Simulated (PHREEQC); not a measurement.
A column of 1 m (40 cells, dispersivity 0.035 m, 3600 s a shift, diffusion coefficient 3e-10 m²/s) holds 0.048 eq of the database's cation exchanger X per kg of pore water, first in equilibrium with 48 mmol/kgw LiCl and 0.01 mmol/kgw HCl. It is flushed with 0.0051 mol/kgw MnCl2, 0.025 mol/kgw (NH4)2SO4 and 1e-05 mol/kgw HCl, at 25 °C. Values are for the last cell. No CO2 enters from the air. Precipitation was switched off in this run.

All values are PHREEQC results (ion-association model, phreeqc.dat), not measurements.

| pore volumes | NH4 in solution (mol/kgw) | S in solution (mol/kgw) | Mn in solution (mol/kgw) |
|---|---|---|---|
| 0 | 0 | 0 | 0 |
| 0.1375 | 0 | 0 | 0 |
| 0.3875 | 0 | 3.08e-6 | 0 |
| 0.5125 | 0 | 0.000167 | 0 |
| 0.7625 | 5.99e-13 | 0.00458 | 0 |
| 0.8875 | 1.46e-10 | 0.00934 | 0 |
| 1.137 | 4.37e-7 | 0.0183 | 0 |
| 1.262 | 9.04e-6 | 0.0211 | 0 |
| 1.512 | 0.00144 | 0.0239 | 9.70e-9 |
| 1.637 | 0.0106 | 0.0245 | 1.35e-5 |
| 1.887 | 0.0406 | 0.0249 | 0.00232 |
| 2.013 | 0.0457 | 0.0249 | 0.00355 |
| 2.138 | 0.0480 | 0.0250 | 0.00427 |
| 2.388 | 0.0496 | 0.0250 | 0.00488 |
| 2.513 | 0.0498 | 0.0250 | 0.00499 |
| 2.763 | 0.0499 | 0.0250 | 0.00508 |
| 2.888 | 0.0500 | 0.0250 | 0.00509 |
| 3.138 | 0.0500 | 0.0250 | 0.00510 |
| 3.263 | 0.0500 | 0.0250 | 0.00510 |
| 3.513 | 0.0500 | 0.0250 | 0.00510 |
| 3.638 | 0.0500 | 0.0250 | 0.00510 |
| 3.888 | 0.0500 | 0.0250 | 0.00510 |
| 4.013 | 0.0500 | 0.0250 | 0.00510 |
